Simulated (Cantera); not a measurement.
**Ignition delay**

Mixture: 11.1 % CH4, 13.9 % O2, 69.3 % N2, 5.76 % H2O, equivalence ratio 1.6, at 1.68 atm, adiabatic and at constant pressure. Ignition delay is the time to a rise of 400 K.

Detailed kinetics in Cantera: GRI-Mech 3.0 (53 species, 325 reactions).

```
T0 (K)  delay (ms)
------  ----------
1273          21.3
1373          6.23
1473          1.95
1573         0.671
1673         0.260
1773         0.116
1873        0.0583
```

| Quantity | Result |
|---|---|
| apparent activation energy between 1673 and 1873 K | 190 kJ/mol |
